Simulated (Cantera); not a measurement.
Charge: 1 mol K2SO4, 6.9 mol H2, equilibrated at 1825 K.

Equilibrium computed with Cantera from the NASA thermochemical tables; the gas is ideal and each condensed phase is pure. Candidate condensed phases: H2O, H2SO4, K, KOH, KO2, K2O, K2O2, K2S, K2SO4, S; 26 gas species. Rates play no part.

Problem. At 0.0750 Torr, list the 4 most abundant gas species with their mole fractions, and the condensed phases.

Solution. H2 0.408, H2O 0.268, K 0.199, SO2 0.0505. Condensed: gas only.
